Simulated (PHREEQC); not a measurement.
Model water analysis in mg/L, 9.8 °C, pH 2.51, pe 12.7: Na 2200; K 245; Ca 8.9; Mg 207; Cl 1250; S(6) as SO4 4680; Fe(3) 37.8; N(5) as NO3 5.81; Mn(2) 14.4.

Cl is adjusted to close the charge balance.
Valence states are taken as typed.

The numbers come from PHREEQC with the ion-association model, phreeqc.dat.

| quantity | before | after |
|---|---|---|
| ionic strength (mol/kgw) | 0.155 | 0.295 |
| SO4-2 (mol/kgw) | 0.0361 | 0.0683 |
| Mg+2 (mol/kgw) | 0.00517 | 0.00945 |
| NaSO4- (mol/kgw) | 0.00492 | 0.0146 |
| SI of Jarosite-K (KFe3(SO4)2(OH)6) | +0.69 | +1.52 |
| SI of Gypsum (CaSO4:2H2O) | -1.66 | -1.29 |

**Question.** What was changed between the two runs?
A) temperature from 9.8 to 65 °C at the same typed pH
B) all concentrations times 2 at the same typed pH
C) Fe(3) from 37.8 to 18.9 mg/L

**Answer.** B, all concentrations times 2 at the same typed pH

Precipitation was switched off in this run. Some of these states are supersaturated (in Jarosite-K, Hematite (slow to form), for instance). Away from 25 °C the constants follow the database's enthalpies or fits; those with neither stay at their 25 °C values.
